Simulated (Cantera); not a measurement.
What does this Cantera script print?

```python
import numpy as np
import cantera as ct

gas_names = [...]  # 151 gases of nasa_gas.yaml made of C, H, N, O, Si
cond_names = """
    C(gr) C6H6(L) C7H8(L) C8H18(L),n-octa H2O(s) H2O(L) Si(cr) Si(L) SiC(b) SiO2(Lqz) SiO2(hqz) SiO2(L)
    Si2N2O(s) Si3N4(a)
""".split()


# ... load() reads the species with a 1 bar reference pressure and builds the phases ...
atoms = {
    'Si2H6': {'Si': 2, 'H': 6},
    'CO2': {'C': 1, 'O': 2},
    'N2': {'N': 2},
}
top_T = {'C(gr)': 4500, 'SiC(b)': 3050, 'Si2N2O(s)': 2100, 'Si3N4(a)': 2400}  # K; cautious upper limits of use, not melting points


# ... equilibrate(T, P, feed) seeds the gas with the atoms and calls Mixture.equilibrate('TP', solver="vcs", rtol=1e-11, max_steps=5000) ...
results = []
feed = {'Si2H6': 1, 'CO2': 0.22, 'N2': 12}  # mol
P = 133.322  # Pa
for T in [1348, 1398, 1448, 1498, 1548, 1598, 1648, 1698, 1748, 1798, 1848, 1898]:
    mix = equilibrate(T, P, feed)
    results.append((T, P, feed, dict(zip(mix.species_names, mix.species_moles))))

top = {s: max(r[3][s] / sum(r[3][g] for g in gas_names) for r in results) for s in gas_names}
cols = sorted((s for s in top if top[s] > 1e-05), key=lambda s: -top[s])[:7]
seen = [c for c in cond_names if any(r[3].get(c, 0) > 1e-12 for r in results)]
print("log10 of partial pressures in bar; condensed amounts in mol")
print(f"{'T/K':>10s}" + "".join(f"{s[:9]:>10s}" for s in cols + seen))
for T, P, feed, n in results:
    ng = sum(n[g] for g in gas_names)
    print(f"{T:10.4g}" + "".join(f"{np.log10(max(n[s] / ng * P / 1e5, 1e-99)):10.3f}" for s in cols)
          + "".join(f"{n.get(c, 0):10.4g}" for c in seen))
```

It prints:

```
log10 of partial pressures in bar; condensed amounts in mol
       T/K        N2        H2       SiO         H        Si        CO      Si2C     Si(L)    SiC(b) Si2N2O(s)  Si3N4(a)
      1348    -2.980    -3.543    -8.784    -7.407   -11.588    -6.892   -14.987         0    0.2181    0.4386    0.3015
      1398    -2.980    -3.543    -7.980    -7.096   -10.629    -6.678   -13.822         0    0.2174    0.4377    0.3024
      1448    -2.980    -3.543    -7.233    -6.807    -9.737    -6.479   -12.739         0    0.2161    0.4359    0.3038
      1498    -2.981    -3.543    -6.537    -6.537    -8.906    -6.293   -11.730         0    0.2143    0.4316    0.3065
      1548    -2.981    -3.544    -5.887    -6.284    -8.129    -6.120   -10.787         0    0.2117    0.4185    0.3126
      1598    -2.982    -3.546    -5.279    -6.047    -7.400    -5.958    -9.905         0    0.2081     0.373      0.33
      1648    -2.987    -3.553    -4.707    -5.827    -6.715    -5.810    -9.075         0    0.2032    0.2136    0.3858
      1698    -2.985    -3.589    -4.443    -5.634    -6.183    -5.719    -8.407     1.376    0.1975         0         0
      1748    -2.986    -3.591    -4.453    -5.437    -5.837    -5.580    -7.935     1.383    0.1888         0         0
      1798    -2.987    -3.593    -4.465    -5.250    -5.511    -5.452    -7.489     1.383    0.1776         0         0
      1848    -2.988    -3.598    -4.481    -5.074    -5.203    -5.335    -7.069     1.369    0.1635         0         0
      1898    -2.991    -3.604    -4.501    -4.909    -4.911    -5.229    -6.671     1.323    0.1459         0         0
```

Equilibrium computed with Cantera from the NASA thermochemical tables; the gas is ideal and each condensed phase is pure. The feed counts by its element totals alone. N2 is the only nitrogen source here; it is nearly inert below about 1500 K, so the nitride shown seldom forms there in practice. Mutual solubility and eutectic melting of coexisting phases are not modelled. The tables' values for SiN are old estimates; treat these amounts as uncertain. Gases not in the tables: Si2H6 and higher silanes.
